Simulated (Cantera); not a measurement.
An adiabatic, constant-pressure homogeneous reactor starts with 2.07 % CH4, 10.6 % O2, 87.3 % N2, equivalence ratio 0.39, at 1023 K and 2330 Torr.

Cantera simulation using GRI-Mech 3.0 (53 species, 325 reactions); the numbers are that mechanism's predictions, not measurements.

Predict: time of steepest temperature rise; temperature at 0.400 s; equilibrium temperature; x(O2) at 0.400 s; x(N2O) at 0.400 s; x(OH) at 0.400 s; x(H) at 0.400 s; x(NO) at 0.400 s; x(NO2) at 0.400 s.


| Property | Result |
|---|---|
| time of steepest temperature rise | 0.285 s |
| temperature at 0.400 s | 1498 K |
| equilibrium temperature | 1496 K |
| x(O2) at 0.400 s | 0.0649 (gas-phase equilibrium 0.0645) |
| x(N2O) at 0.400 s | 8.10e-8 (gas-phase equilibrium 8.02e-8) |
| x(OH) at 0.400 s | 2.79e-5 (gas-phase equilibrium 2.75e-5) |
| x(H) at 0.400 s | 4.08e-9 (gas-phase equilibrium 3.95e-9) |
| x(NO) at 0.400 s | 3.49e-7 (gas-phase equilibrium 0.000705) |
| x(NO2) at 0.400 s | 1.84e-9 (gas-phase equilibrium 3.71e-6) |
